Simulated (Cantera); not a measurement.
A Cantera script and what it prints.

```python
import numpy as np
import cantera as ct

gas_names = [...]  # 151 gases of nasa_gas.yaml made of C, H, N, O, Si
cond_names = """
    C(gr) C6H6(L) C7H8(L) C8H18(L),n-octa H2O(s) H2O(L) Si(cr) Si(L) SiC(b) SiO2(Lqz) SiO2(hqz) SiO2(L)
    Si2N2O(s) Si3N4(a)
""".split()


# ... load() reads the species with a 1 bar reference pressure and builds the phases ...
atoms = {
    'TEOS': {'Si': 1, 'C': 8, 'H': 20, 'O': 4},
    'NO': {'N': 1, 'O': 1},
    'H2': {'H': 2},
}
top_T = {'C(gr)': 4500, 'SiC(b)': 3050, 'Si2N2O(s)': 2100, 'Si3N4(a)': 2400}  # K; cautious upper limits of use, not melting points


# ... equilibrate(T, P, feed) seeds the gas with the atoms and calls Mixture.equilibrate('TP', solver="vcs", rtol=1e-11, max_steps=5000) ...
results = []
feed = {'TEOS': 1, 'NO': 0.32, 'H2': 5.2}  # mol
P = 43000  # Pa
for T in [598, 648, 698, 748, 798, 848, 898, 948, 998, 1048, 1098, 1148]:
    mix = equilibrate(T, P, feed)
    results.append((T, P, feed, dict(zip(mix.species_names, mix.species_moles))))

top = {s: max(r[3][s] / sum(r[3][g] for g in gas_names) for r in results) for s in gas_names}
cols = sorted((s for s in top if top[s] > 0.001), key=lambda s: -top[s])[:9]
seen = [c for c in cond_names if any(r[3].get(c, 0) > 1e-12 for r in results)]
print("log10 of partial pressures in bar; condensed amounts in mol")
print(f"{'T/K':>10s}" + "".join(f"{s[:9]:>10s}" for s in cols + seen))
for T, P, feed, n in results:
    ng = sum(n[g] for g in gas_names)
    print(f"{T:10.4g}" + "".join(f"{np.log10(max(n[s] / ng * P / 1e5, 1e-99)):10.3f}" for s in cols)
          + "".join(f"{n.get(c, 0):10.4g}" for c in seen))
```

Result:

```
log10 of partial pressures in bar; condensed amounts in mol
       T/K        H2       CH4       H2O        CO       CO2        N2     C(gr) SiO2(Lqz) SiO2(hqz)
       598    -1.284    -0.569    -1.017    -4.082    -2.353    -2.141     1.937         1         0
       648    -1.032    -0.628    -1.052    -3.460    -2.278    -2.164     2.384         1         0
       698    -0.834    -0.720    -1.101    -2.928    -2.213    -2.196     3.045         1         0
       748    -0.686    -0.852    -1.171    -2.469    -2.160    -2.235     3.865         1         0
       798    -0.584    -1.025    -1.270    -2.077    -2.132    -2.277     4.673         1         0
       848    -0.518    -1.230    -1.410    -1.759    -2.160    -2.316      5.25         0         1
       898    -0.481    -1.455    -1.605    -1.527    -2.285    -2.349     5.502         0         1
       948    -0.460    -1.685    -1.857    -1.383    -2.522    -2.374     5.539         0         1
       998    -0.449    -1.908    -2.146    -1.308    -2.845    -2.390     5.532         0         1
      1048    -0.442    -2.119    -2.445    -1.275    -3.203    -2.398     5.544         0         1
      1098    -0.439    -2.315    -2.735    -1.260    -3.560    -2.403     5.569         0         1
      1148    -0.436    -2.497    -3.008    -1.254    -3.898    -2.406     5.595         0         1
```

These are equilibrium values from Cantera (NASA tables, ideal gas, pure condensed phases), not measurements of a reactor. The feed counts by its element totals alone. The tables hold silica as quartz up to 1696 K and as liquid above; real silica turns to tridymite and cristobalite and melts near 1996 K.
